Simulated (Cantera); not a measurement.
Charge: 1 mol V, 8.7 mol NH3, 160 mol H2, at 2800 K and 67.0 Pa.

These are equilibrium values from Cantera (NASA tables, ideal gas, pure condensed phases), not measurements of a reactor. Candidate condensed phases: V, VN; 11 gas species. Kinetics and transport are ignored.

Base state: H 0.902, H2 0.0814, N2 0.0134, V 0.00308, N 1.56e-5 (mole fractions); condensed: gas only.

Q: What changes in the equilibrium state with this change: temperature from 2800 K to 2450 K?

A: 
| species | before | after |
|---|---|---|
| H | 0.902 | 0.523 |
| H2 | 0.0814 | 0.455 |
| N2 | 0.0134 | 0.0180 |
| V | 0.00308 | 0.00414 |
| N | 1.56e-5 | 9.45e-7 |
